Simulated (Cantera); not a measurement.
Cantera run:

```python
import numpy as np
import cantera as ct

gas_names = """
    B BF BF2 BF3 BN BO BOF BOF2 BO2 B2 B2O B2O2 B2O3 B3O3F3 F FO FO2 F2 F2O N NF NF2 NF3 NO NO2 NO3 N2
    N2O O O2 O3
""".split()
cond_names = """
    B(b) B(L) BN(s) B2O3(L)
""".split()


# ... load() reads the species with a 1 bar reference pressure and builds the phases ...
atoms = {
    'BF3': {'B': 1, 'F': 3},
    'O2': {'O': 2},
    'N2': {'N': 2},
}
top_T = {'BN(s)': 3200}  # K; cautious upper limits of use, not melting points


# ... equilibrate(T, P, feed) seeds the gas with the atoms and calls Mixture.equilibrate('TP', solver="vcs", rtol=1e-11, max_steps=5000) ...
results = []
feed = {'BF3': 1, 'O2': 4.8, 'N2': 0.45}  # mol
P = 14  # Pa
for T in [900, 950, 1000, 1050, 1100, 1150, 1200, 1250, 1300, 1350, 1400, 1450, 1500, 1550]:
    mix = equilibrate(T, P, feed)
    results.append((T, P, feed, dict(zip(mix.species_names, mix.species_moles))))
    x = sorted(zip(gas.X, gas.species_names), reverse=True)
    print(f"T = {T:g} K  P = {P:g} Pa  gas = {mix.phase_moles(0):.4g} mol")
    print("   x: " + "  ".join(f"{s} {v:.3e}" for v, s in x if v > 0.0001))
    print("   condensed (mol): " + ("  ".join(f"{mix.phase(i).name} {mix.phase_moles(i):.4g}"
          for i in range(1, mix.n_phases) if mix.phase_moles(i) > 1e-12) or "none"))
```

Output:

```
T = 900 K  P = 14 Pa  gas = 6.25 mol
   x: O2 7.680e-01  BF3 1.600e-01  N2 7.200e-02
   condensed (mol): none
T = 950 K  P = 14 Pa  gas = 6.25 mol
   x: O2 7.680e-01  BF3 1.600e-01  N2 7.199e-02
   condensed (mol): none
T = 1000 K  P = 14 Pa  gas = 6.25 mol
   x: O2 7.680e-01  BF3 1.600e-01  N2 7.199e-02
   condensed (mol): none
T = 1050 K  P = 14 Pa  gas = 6.25 mol
   x: O2 7.680e-01  BF3 1.600e-01  N2 7.198e-02
   condensed (mol): none
T = 1100 K  P = 14 Pa  gas = 6.25 mol
   x: O2 7.680e-01  BF3 1.600e-01  N2 7.198e-02
   condensed (mol): none
T = 1150 K  P = 14 Pa  gas = 6.25 mol
   x: O2 7.680e-01  BF3 1.600e-01  N2 7.196e-02
   condensed (mol): none
T = 1200 K  P = 14 Pa  gas = 6.25 mol
   x: O2 7.679e-01  BF3 1.600e-01  N2 7.194e-02  NO 1.130e-04
   condensed (mol): none
T = 1250 K  P = 14 Pa  gas = 6.25 mol
   x: O2 7.679e-01  BF3 1.600e-01  N2 7.192e-02  NO 1.630e-04
   condensed (mol): none
T = 1300 K  P = 14 Pa  gas = 6.25 mol
   x: O2 7.678e-01  BF3 1.600e-01  N2 7.188e-02  NO 2.286e-04
   condensed (mol): none
T = 1350 K  P = 14 Pa  gas = 6.251 mol
   x: O2 7.677e-01  BF3 1.599e-01  N2 7.183e-02  NO 3.126e-04  F 1.646e-04
   condensed (mol): none
T = 1400 K  P = 14 Pa  gas = 6.252 mol
   x: O2 7.674e-01  BF3 1.598e-01  N2 7.177e-02  NO 4.180e-04  F 3.463e-04  BOF 1.721e-04
   condensed (mol): none
T = 1450 K  P = 14 Pa  gas = 6.254 mol
   x: O2 7.670e-01  BF3 1.596e-01  N2 7.168e-02  F 6.923e-04  NO 5.477e-04  BOF 3.444e-04  O 1.487e-04
   condensed (mol): none
T = 1500 K  P = 14 Pa  gas = 6.257 mol
   x: O2 7.663e-01  BF3 1.592e-01  N2 7.157e-02  F 1.321e-03  NO 7.044e-04  BOF 6.579e-04  O 3.000e-04
   condensed (mol): none
T = 1550 K  P = 14 Pa  gas = 6.263 mol
   x: O2 7.650e-01  BF3 1.585e-01  N2 7.140e-02  F 2.417e-03  BOF 1.205e-03  NO 8.908e-04  O 5.786e-04
   condensed (mol): none
```

Method: chemical equilibrium by Gibbs-energy minimisation in Cantera with the NASA 1993 tables (ideal gas, pure condensed phases).
